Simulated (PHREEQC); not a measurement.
Make-up at 25 °C: 0.026 mol MgCl2, 5.49e-05 mol CO2 and 0.00022 mol KCl per kg of water. Closed to the air; pH follows from the charge balance.

Computed with PHREEQC (ion-association model, phreeqc.dat).

This is a speciation only: nothing precipitates in the calculation.

Q: What pH, specific conductance does the model give?

A: pH 5.29; specific conductance 5370 µS/cm.

Q: In which forms is C present?

A: CO2 89 %, HCO3- 9.8 %, MgHCO3+ 1.3 % of the C.
